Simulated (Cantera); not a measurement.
Thermodynamics of carbothermic reduction, feed TiO2 + CH4 + H2

Feed: 1 mol TiO2, 2.6 mol CH4, 4.3 mol H2, held at 10.0 mbar.

Equilibrium computed with Cantera from the NASA thermochemical tables; the gas is ideal and each condensed phase is pure. Candidate condensed phases: C, C6H6, C7H8, C8H18, H2O, Ti, TiC, TiO, TiO2, Ti2O3, Ti3O5, Ti4O7; 113 gas species. Mutual solubility and eutectic melting of coexisting phases are not modelled. TiC, TiO: taken at fixed stoichiometry. Condensed phases not in the tables: solid solutions among these carbides, nitrides and lower oxides. The numbers say what is thermodynamically allowed, not how fast it happens.

From 1500 °C to 1700 °C the condensed part is TiC(s) + TiO(s). From 1750 °C to 2050 °C the condensed part is TiC(s) + TiO(l). At 2100 °C the condensed part is TiC(s). The main Ti-bearing gas is TiO at 1500 °C and Ti at 2100 °C.

```tsv
T (°C)	x H2	x CO	x H	x Ti	x TiO	x H2O	x TiO2	n TiC(s)	n TiO(s)	n TiO(l)
1500	0.838	0.159	0.00260	7.48e-8	9.73e-7	6.12e-5	1.21e-8	0.800	0.200	0
1550	0.837	0.159	0.00396	3.05e-7	2.76e-6	5.84e-5	2.68e-8	0.800	0.200	0
1600	0.835	0.159	0.00590	1.15e-6	7.37e-6	5.58e-5	5.66e-8	0.800	0.200	0
1650	0.833	0.159	0.00860	4.05e-6	1.86e-5	5.33e-5	1.15e-7	0.800	0.199	0
1700	0.829	0.158	0.0123	1.33e-5	4.49e-5	5.09e-5	2.23e-7	0.800	0.199	0
1750	0.825	0.158	0.0172	4.13e-5	0.000103	4.86e-5	4.18e-7	0.800	0	0.198
1800	0.818	0.157	0.0238	0.000118	0.000214	4.50e-5	6.92e-7	0.800	0	0.197
1850	0.810	0.157	0.0323	0.000318	0.000428	4.17e-5	1.12e-6	0.798	0	0.193
1900	0.799	0.156	0.0431	0.000822	0.000827	3.86e-5	1.76e-6	0.795	0	0.185
1950	0.785	0.155	0.0567	0.00203	0.00155	3.56e-5	2.71e-6	0.788	0	0.170
2000	0.765	0.154	0.0735	0.00482	0.00282	3.27e-5	4.08e-6	0.772	0	0.138
2050	0.737	0.154	0.0935	0.0110	0.00500	2.97e-5	6.05e-6	0.734	0	0.0724
2100	0.703	0.154	0.117	0.0201	0.00596	2.24e-5	5.07e-6	0.675	0	0
```
x: gas mole fraction; n: condensed amount in mol.
